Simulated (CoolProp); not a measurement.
The fluid at 279.79 K and 0.308 MPa flows at 15 m/s in a round tube of 1 mm bore and 15 µm roughness, fully developed (64/Re and Nu = 3.66 if laminar; Colebrook and Gnielinski if turbulent). The same conditions are run with several fluids, on thermodynamics alone (safety and materials aside).

The numbers come from the reference Helmholtz-energy equation of state of each fluid (ethanol: Schroeder 2014; R11: Jacobsen 1992; R124: de Vries 1995; n-heptane: Span 2003; n-hexane: Thol 2019) in CoolProp.

```csv
fluid,Reynolds number,Darcy friction factor,pressure drop (Pa/m),heat-transfer coefficient (W/(m² K)),mass flow (kg/h)
ethanol,7630,0.0491,4420000,19100,34.0
R11,43400,0.0447,7650000,38400,64.4
R124,68100,0.0444,7070000,48300,60.1
n-heptane,21600,0.0458,3580000,31300,29.5
n-hexane,27900,0.0453,3420000,36600,28.5
```

Transport values come from each fluid's own correlations; those of R11, R124 are estimates that may be off by 10 % or more.
